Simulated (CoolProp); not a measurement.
Vapour-liquid equilibrium of ethane (1) + hydrogen sulfide (2) at -44.75 °C; x and y are mole fractions of (1).

Values from CoolProp's multi-fluid Helmholtz-energy mixture model, Bücker 2006 and Lemmon 2006; pair parameters Kunz 2012.

```tsv
x	bubble pressure (MPa)	y at the bubble point	dew pressure at overall composition x (MPa)	liquid density (mol/L)
0.05	0.3390	0.395	0.2207	26.07
0.15	0.4862	0.598	0.2458	24.34
0.25	0.5541	0.661	0.2771	22.83
0.35	0.5884	0.693	0.3172	21.51
0.45	0.6102	0.715	0.3702	20.35
0.55	0.6282	0.738	0.4425	19.34
0.65	0.6448	0.767	0.5413	18.44
0.75	0.6595	0.806	0.6360	17.66
0.85	0.6692	0.863	0.6679	16.97
0.95	0.6690	0.945	0.6687	16.36
```

y crosses x between x = 0.85 and 0.95: the model has an azeotrope there.

The pair parameters rest on a limited set of measurements; away from them the model extrapolates. With so large a gap from Raoult's law the liquid may split in two, which this calculation doesn't test in full.
